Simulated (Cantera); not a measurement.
A perfectly stirred reactor is fed with C2H6 : H2 = 1 : 3.7 (molar parts), at 0.132 atm; it is held at 1473 K, and followed from long to short residence time.

Cantera simulation using GRI-Mech 3.0 (53 species, 325 reactions); the numbers are that mechanism's predictions, not measurements. GRI-Mech 3.0 stops at C3 and has no aromatics, soot or wall deposition, so with more carbon than oxygen in the feed, carbon stays in small species such as C2H2 where larger ones or solid carbon would form.

x: mole fraction; the columns are a selection and need not sum to one.

```json
[
 {"τ (s)": "1.8", "x C2H6": "0.000144", "x H2": "0.807", "x CH4": "0.0657", "x C2H4": "0.00623", "x C2H2": "0.121", "x CH2": "6.78e-9", "x C2H": "1.57e-8"},
 {"τ (s)": "0.59", "x C2H6": "0.000322", "x H2": "0.805", "x CH4": "0.0684", "x C2H4": "0.00782", "x C2H2": "0.118", "x CH2": "1.32e-8", "x C2H": "2.13e-8"},
 {"τ (s)": "0.19", "x C2H6": "0.000746", "x H2": "0.800", "x CH4": "0.0742", "x C2H4": "0.0113", "x C2H2": "0.113", "x CH2": "2.62e-8", "x C2H": "2.79e-8"},
 {"τ (s)": "0.063", "x C2H6": "0.00174", "x H2": "0.793", "x CH4": "0.0830", "x C2H4": "0.0184", "x C2H2": "0.103", "x CH2": "5.02e-8", "x C2H": "3.37e-8"},
 {"τ (s)": "0.021", "x C2H6": "0.00415", "x H2": "0.783", "x CH4": "0.0937", "x C2H4": "0.0315", "x C2H2": "0.0864", "x CH2": "9.31e-8", "x C2H": "3.63e-8"},
 {"τ (s)": "0.0067", "x C2H6": "0.0104", "x H2": "0.772", "x CH4": "0.104", "x C2H4": "0.0517", "x C2H2": "0.0611", "x CH2": "1.74e-7", "x C2H": "3.24e-8"},
 {"τ (s)": "0.0022", "x C2H6": "…", "x H2": "0.763", "x CH4": "0.106", "x C2H4": "0.0700", "x C2H2": "…", "x CH2": "…", "x C2H": "…"},
 {"τ (s)": "0.00072", "x C2H6": "…", "x H2": "0.763", "x CH4": "…", "x C2H4": "0.0725", "x C2H2": "…", "x CH2": "…", "x C2H": "…"}
]
```

Task: Some entries are withheld; supply them.

Result: 
- 0.0022, x C2H6: 0.0254
- 0.0022, x C2H2: 0.0338
- 0.0022, x CH2: 3.13e-7
- 0.0022, x C2H: 2.13e-8
- 0.00072, x C2H6: 0.0595
- 0.00072, x CH4: 0.0889
- 0.00072, x C2H2: 0.0129
- 0.00072, x CH2: 5.23e-7
- 0.00072, x C2H: 8.74e-9
